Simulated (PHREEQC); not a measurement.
# Acid mine or pickling water: speciation

A made-up water analysis in mg/L, 25 °C, pH 3.46, pe 11.2:

```
constituent  mg/L
-----------  ----
Na           66.1
K             201
Ca           8.48
Mg           62.5
Cl           18.5
S(6) as SO4   642
Cd           39.9
Cu(2)        9.88
```

Valence states are taken as typed.

The numbers come from PHREEQC with the ion-association model, phreeqc.dat.

The ionic strength comes out as 0.0199 mol/kgw and the specific conductance comes out as 1560 µS/cm. The total alkalinity comes out as -0.512 meq/kg and the charge-balance error is 5.0 %.

| species | molality | activity | log γ |
|---|---|---|---|
| SO4-2 | 0.00540 | 0.00315 | -0.235 |
| K+ | 0.00504 | 0.00437 | -0.062 |
| Na+ | 0.00283 | 0.00247 | -0.059 |
| Mg+2 | 0.00179 | 0.00106 | -0.225 |
| MgSO4 | 0.000783 | 0.000786 | 0.002 |
| Cl- | 0.000516 | 0.000448 | -0.061 |
| H+ | 0.000390 | 0.000347 | -0.051 |
| Cd+2 | 0.000225 | 0.000129 | -0.240 |
| Ca+2 | 0.000159 | 9.38e-5 | -0.230 |
| HSO4- | 0.000122 | 0.000106 | -0.060 |
| CdSO4 | 0.000117 | 0.000117 | 0.002 |
| Cu+2 | 0.000113 | 6.71e-5 | -0.225 |
| KSO4- | 0.000110 | 9.67e-5 | -0.058 |
| CaSO4 | 5.23e-5 | 5.25e-5 | 0.002 |
| NaSO4- | 4.46e-5 | 3.91e-5 | -0.058 |
| CuSO4 | 4.29e-5 | 4.31e-5 | 0.002 |

This is a speciation only: nothing precipitates in the calculation. Species that the database lacks are ignored.
